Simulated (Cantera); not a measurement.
A perfectly stirred reactor is fed with H2 : O2 : N2 : H2O = 1 : 0.962 : 5.38 : 0.99 (molar parts), at 14300 Torr; it is adiabatic with a 500 K inlet, and is followed from long to short residence time, starting on the burning branch (τ in s: 0.056, 0.02, 0.0075, 0.0028, 0.001, 0.00037, 0.00014, 5e-05, 1.9e-05, 6.8e-06).

Computed with Cantera and the H2/O2 subset of GRI-Mech 3.0, which has no nitrogen chemistry. The hydrogen kinetics of GRI-Mech 3.0 are dated; newer H2 mechanisms differ, most at raised pressure. The pressure lies above the range GRI-Mech 3.0 was tuned for (to about 10 atm).

### Question
Predict: blow-out, bracketed by the residence times tried; x(H2) at τ = 56.0 ms; x(O2) at τ = 56.0 ms; x(H2O) at τ = 56.0 ms; x(HO2) at τ = 56.0 ms; x(O) at τ = 56.0 ms; x(H2) at τ = 0.370 ms; x(O2) at τ = 0.370 ms; x(H2O) at τ = 0.370 ms.

### Answer
* **blow-out, bracketed by the residence times tried**: burning at 2.80 ms, out at 1.00 ms
* **x(H2) at τ = 56.0 ms**: 0.000311
* **x(O2) at τ = 56.0 ms**: 0.0591
* **x(H2O) at τ = 56.0 ms**: 0.254
* **x(HO2) at τ = 56.0 ms**: 1.41e-5
* **x(O) at τ = 56.0 ms**: 2.43e-7
* **x(H2) at τ = 0.370 ms**: 0.120
* **x(O2) at τ = 0.370 ms**: 0.115
* **x(H2O) at τ = 0.370 ms**: 0.119
